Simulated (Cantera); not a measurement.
Input (Python, Cantera) and output of one run.

```python
import numpy as np
import cantera as ct

gas_names = """
    Br Br2 Ca CaBr CaBr2 CaO CaOH CaO2H2 Ca2 H HBr HNO HNO2 HNO3 HO2 H2 H2O H2O2 N NH NH2 NH3 NH2OH NO
    NO2 NO3 N2 N2H2 N2H4 N2O O OH O2 O3
""".split()
cond_names = """
    Br2(cr) Br2(L) Ca(a) Ca(b) Ca(L) CaBr2(s) CaBr2(L) CaO(s) CaO(L) CaO2H2(s) H2O(s) H2O(L)
""".split()


# ... load() reads the species with a 1 bar reference pressure and builds the phases ...
atoms = {
    'CaO': {'Ca': 1, 'O': 1},
    'HBr': {'H': 1, 'Br': 1},
    'N2': {'N': 2},
}
top_T = {}  # K; cautious upper limits of use, not melting points


# ... equilibrate(T, P, feed) seeds the gas with the atoms and calls Mixture.equilibrate('TP', solver="vcs", rtol=1e-11, max_steps=5000) ...
results = []
feed = {'CaO': 1, 'HBr': 14, 'N2': 65}  # mol
P = 10000  # Pa
for T in [1125, 1200, 1275, 1350, 1425, 1500, 1575, 1650]:
    mix = equilibrate(T, P, feed)
    results.append((T, P, feed, dict(zip(mix.species_names, mix.species_moles))))
    x = sorted(zip(gas.X, gas.species_names), reverse=True)
    print(f"T = {T:g} K  P = {P:g} Pa  gas = {mix.phase_moles(0):.4g} mol")
    print("   x: " + "  ".join(f"{s} {v:.3e}" for v, s in x if v > 0.0001))
    print("   condensed (mol): " + ("  ".join(f"{mix.phase(i).name} {mix.phase_moles(i):.4g}"
          for i in range(1, mix.n_phases) if mix.phase_moles(i) > 1e-12) or "none"))
```

Output:

```
T = 1125 K  P = 10000 Pa  gas = 78.04 mol
   x: N2 8.329e-01  HBr 1.529e-01  H2O 1.281e-02  Br 6.784e-04  H2 4.407e-04  CaBr2 1.281e-04  Br2 1.015e-04
   condensed (mol): CaBr2(L) 0.99
T = 1200 K  P = 10000 Pa  gas = 78.11 mol
   x: N2 8.322e-01  HBr 1.520e-01  H2O 1.280e-02  Br 1.384e-03  H2 8.055e-04  CaBr2 6.694e-04  Br2 1.134e-04
   condensed (mol): CaBr2(L) 0.9477
T = 1275 K  P = 10000 Pa  gas = 78.32 mol
   x: N2 8.299e-01  HBr 1.504e-01  H2O 1.277e-02  CaBr2 2.816e-03  Br 2.560e-03  H2 1.401e-03  Br2 1.211e-04
   condensed (mol): CaBr2(L) 0.7794
T = 1350 K  P = 10000 Pa  gas = 78.95 mol
   x: N2 8.233e-01  HBr 1.474e-01  H2O 1.267e-02  CaBr2 9.901e-03  Br 4.364e-03  H2 2.307e-03  Br2 1.249e-04
   condensed (mol): CaBr2(L) 0.2183
T = 1425 K  P = 10000 Pa  gas = 79.28 mol
   x: N2 8.199e-01  HBr 1.441e-01  CaBr2 1.261e-02  H2O 1.261e-02  Br 6.996e-03  H2 3.624e-03  Br2 1.266e-04
   condensed (mol): none
T = 1500 K  P = 10000 Pa  gas = 79.42 mol
   x: N2 8.184e-01  HBr 1.402e-01  CaBr2 1.259e-02  H2O 1.259e-02  Br 1.063e-02  H2 5.441e-03  Br2 1.264e-04
   condensed (mol): none
T = 1575 K  P = 10000 Pa  gas = 79.61 mol
   x: N2 8.164e-01  HBr 1.351e-01  Br 1.540e-02  CaBr2 1.256e-02  H2O 1.256e-02  H2 7.817e-03  Br2 1.239e-04
   condensed (mol): none
T = 1650 K  P = 10000 Pa  gas = 79.85 mol
   x: N2 8.140e-01  HBr 1.287e-01  Br 2.135e-02  CaBr2 1.252e-02  H2O 1.252e-02  H2 1.078e-02  Br2 1.191e-04
   condensed (mol): none
```

Equilibrium computed with Cantera from the NASA thermochemical tables; the gas is ideal and each condensed phase is pure.
